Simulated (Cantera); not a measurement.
Charge: 1 mol Fe2O3, 1.1 mol CH4, 0.47 mol N2, 5.7 mol CO, equilibrated at 30.0 Pa.

Equilibrium computed with Cantera from the NASA thermochemical tables; the gas is ideal and each condensed phase is pure. Candidate condensed phases: C, C6H6, C7H8, C8H18, Fe, Fe(CO)5, FeO, Fe(OH)2, Fe(OH)3, Fe2O3, Fe3O4, H2O; 140 gas species. Mutual solubility and eutectic melting of coexisting phases are not modelled. The tables' stoichiometric FeO is somewhat more stable than real wüstite, so its field is too wide. FeO: taken at fixed stoichiometry. Rates play no part.

Task: What share of the Fe ends up in condensed phases as a function of T (K), at 1348, 1498, 1648, 1798, 1948, 2098, 2248, 2398, 2548?

Result: 
| T (K) | Fe condensed (%) | as |
|---|---|---|
| 1348 | 100.0 | Fe(γ) + FeO(s) |
| 1498 | 99.8 | Fe(γ) + FeO(s) |
| 1648 | 95.8 | Fe(γ) + FeO(s) |
| 1798 | 49.5 | Fe(δ) + FeO(l) |
| 1948 | 0.0 | - |
| 2098 | 0.0 | - |
| 2248 | 0.0 | - |
| 2398 | 0.0 | - |
| 2548 | 0.0 | - |
